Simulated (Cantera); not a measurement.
Feed: 1 mol B₂O₃, 44 mol HF, 0.24 mol H₂, held at 1700 K and 17.0 Pa.

These are equilibrium values from Cantera (NASA tables, ideal gas, pure condensed phases), not measurements of a reactor. Candidate condensed phases: B, B₂O₃, B₃O₃H₃, H₂O; 43 gas species. Rates play no part.

Base state: HF 0.928, BOF 0.0435, H₂O 0.0217, H₂ 0.00511, H 0.000807, HBO₂ 0.000377, BF₃ 0.000294, OH 0.000178 (mole fractions); condensed: gas only.

Question: What changes in the equilibrium state with this change: temperature from 1700 K to 1200 K?

Answer: 
| species | before | after |
|---|---|---|
| HF | 0.928 | 0.894 |
| H₂O | 0.0217 | 0.0548 |
| BF₃ | 0.000294 | 0.0322 |
| BOF | 0.0435 | 0.0132 |
| O₂ | 4.30e-5 | <1e-9 |
| O | 2.25e-5 | <1e-9 |
